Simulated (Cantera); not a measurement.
Feed: 1 mol Si3N4, 0.002 mol H2O, 99 mol H2, 3.2 mol CO2, at 1373.15 K.

Equilibrium computed with Cantera from the NASA thermochemical tables; the gas is ideal and each condensed phase is pure. Candidate condensed phases: C, C6H6, C7H8, C8H18, H2O, Si, SiC, SiO2, Si2N2O, Si3N4; 151 gas species. Mutual solubility and eutectic melting of coexisting phases are not modelled. The tables hold silica as quartz up to 1696 K and as liquid above; real silica turns to tridymite and cristobalite and melts near 1996 K. Equilibrium is a limit: real reactors are often held back by kinetics, nucleation or transport.

x: gas mole fraction; n: condensed amount in mol.

```csv
P (Pa),x H2,x CO,x CH4,x SiO,x N2,x H,x H2O,n SiO2(β-quartz),n Si2N2O(s),n C(graphite)
0.100,0.920,0.0298,<1e-12,0.0271,0.0186,0.00320,0.00105,0.0881,0,0
0.600,0.924,0.0299,<1e-12,0.0263,0.0187,0.00131,0.000180,0.182,0,0
3.60,0.925,0.0299,2.38e-11,0.0262,0.0187,0.000535,3.03e-5,0.199,0,0
22,0.938,0.0303,3.51e-9,0.0162,0.0155,0.000218,8.09e-6,0.563,?,0
130,0.956,0.0309,8.11e-8,0.00171,0.0109,9.05e-5,1.33e-5,1.07,0.874,0
770,0.958,0.0310,1.61e-6,0.000162,0.0104,3.72e-5,2.37e-5,1.13,0.928,0
4600,0.959,0.0309,3.16e-5,1.50e-5,0.0103,1.52e-5,4.29e-5,1.13,0.932,0
28000,0.958,0.0304,0.000626,1.34e-6,0.0105,6.17e-6,7.88e-5,1.17,0.913,0
170000,0.957,0.0207,0.00784,1.10e-7,0.0140,2.50e-6,0.000158,1.85,?,0.287
1000000,0.947,0.00444,0.0279,9.20e-9,0.0200,1.03e-6,0.000317,2.96,?,0
```

Question: Some entries are withheld; supply them.

Answer: 
- 22, n Si2N2O(s): 0.362
- 170000, n Si2N2O(s): 0.575
- 1000000, n Si2N2O(s): 0.0224
